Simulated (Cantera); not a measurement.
**MgO + H2O (chemical vapour transport)**

Input: 1 mol MgO, 0.015 mol H2O, at 1377 °C and 0.700 bar.

These are equilibrium values from Cantera (NASA tables, ideal gas, pure condensed phases), not measurements of a reactor. Candidate condensed phases: H2O, Mg, MgO, Mg(OH)2; 15 gas species. Equilibrium is a limit: real reactors are often held back by kinetics, nucleation or transport.

The x(H2O) comes out as 0.999 and the x(H2) is 0.000763. The x(O2) is 0.000337 and the x(OH) comes out as 0.000177. The x(H) is 3.00e-6. The x(Mg(OH)2) comes out as 1.29e-6 and the n(MgO(s)) comes out as 1.00 mol. The gas amount is 0.01501 mol and the log10 activity of Mg(l) (absent) is -11.42.
